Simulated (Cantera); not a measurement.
A closed system holds: 1 mol Ta(OEt)₅, 0.72 mol H₂O, 9.9 mol H₂, 0.68 mol CO₂, equilibrated at 1.00 Torr.

Cantera equilibrium calculation (NASA polynomials, part measured and part estimated; ideal gas, pure solids and liquids). Candidate condensed phases: C, C₆H₆, C₇H₈, C₈H₁₈, H₂O, Ta, TaC, Ta₂O₅; 113 gas species. The feed counts by its element totals alone. TaC: taken at fixed stoichiometry. Condensed phases not in the tables: Ta₂C. Rates play no part.

x: gas mole fraction; n: condensed amount in mol.

```tsv
T (K)	x H₂	x H	x CO	x C₂H₂ (acetylene)	x C₂H	n C(graphite)	n TaC(s)
1750	0.761	0.00555	0.234	8.74e-5	4.50e-9	2.59	1.00
1800	0.758	0.00854	0.233	0.000133	1.31e-8	2.59	1.00
1850	0.754	0.0128	0.233	0.000197	3.61e-8	2.59	1.00
1900	0.749	0.0188	0.232	0.000286	9.39e-8	2.58	1.00
1950	0.741	0.0270	0.231	0.000405	2.32e-7	2.58	1.00
2000	0.731	0.0381	0.230	0.000562	5.48e-7	2.57	1.00
2050	0.718	0.0527	0.228	0.000763	1.24e-6	2.55	1.00
2100	0.701	0.0715	0.226	0.00101	2.67e-6	2.54	1.00
2150	0.680	0.0953	0.223	0.00132	5.54e-6	2.52	1.00
2200	0.654	0.125	0.220	0.00168	1.11e-5	2.49	1.00
2250	0.622	[?]	0.216	[?]	[?]	2.46	1.00
2300	0.584	[?]	0.211	[?]	[?]	2.43	1.00
2350	0.541	0.251	0.205	0.00298	7.08e-5	2.38	1.00
2400	0.492	0.306	0.199	0.00343	0.000123	2.34	1.00
```

Task: Complete the blanks.

Result: 
- 2300, x H: 0.203
- 2300, x C₂H₂ (acetylene): 0.00252
- 2300, x C₂H: 3.95e-5
- 2250, x H: 0.160
- 2250, x C₂H₂ (acetylene): 0.00208
- 2250, x C₂H: 2.13e-5
